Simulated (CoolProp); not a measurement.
Vapour-liquid equilibrium of C2F6 (R116) (1) + R143a (2) at -56.15 °C; x and y are mole fractions of (1).

Computed with CoolProp (multi-fluid Helmholtz-energy mixture model, Lemmon 2006 and Lemmon and Jacobsen 2000; pair parameters Bell 2016).

### Question
Give the bubble pressure and the first vapour's composition at x = 0.05, 0.5, 0.95. Is there an azeotrope?

### Answer
x = 0.05: 101.9 kPa, y = 0.381; x = 0.5: 245.2 kPa, y = 0.808; x = 0.95: 286.1 kPa, y = 0.959. No azeotrope shows between x = 0.05 and 0.95.

The pair parameters rest on a limited set of measurements; away from them the model extrapolates. With so large a gap from Raoult's law the liquid may split in two, which this calculation doesn't test in full.
